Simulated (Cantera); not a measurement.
An adiabatic, constant-pressure homogeneous reactor starts with CH4 : O2 : N2 = 1 : 1.11 : 4.78 (molar parts), equivalence ratio 1.8, at 1300 K and 7500 Torr. Integrator tolerance rtol = 1e-08.

Computed with Cantera and GRI-Mech 3.0 (53 species, 325 reactions).

### Question
What does this change do: initial temperature 1300 to 1700 K?

### Answer
```
quantity                                                              before                                      after
---------------------------------  -----------------------------------------  -----------------------------------------
time of steepest temperature rise                                    2.28 ms                                    46.4 µs
temperature at 0.200 s                                                2414 K                                     2747 K
equilibrium temperature                                               2414 K                                     2747 K
x(CH4) at 0.200 s                  6.33e-10 (gas-phase equilibrium 7.11e-10)  1.64e-10 (gas-phase equilibrium 1.84e-10)
x(O2) at 0.200 s                     1.93e-6 (gas-phase equilibrium 1.93e-6)    4.25e-5 (gas-phase equilibrium 4.25e-5)
x(C2H4) at 0.200 s                     <1e-12 (gas-phase equilibrium <1e-12)      <1e-12 (gas-phase equilibrium <1e-12)
x(NO) at 0.200 s                     5.28e-5 (gas-phase equilibrium 5.28e-5)  0.000429 (gas-phase equilibrium 0.000429)
x(HCO) at 0.200 s                    3.28e-7 (gas-phase equilibrium 3.28e-7)    8.18e-7 (gas-phase equilibrium 8.18e-7)
```
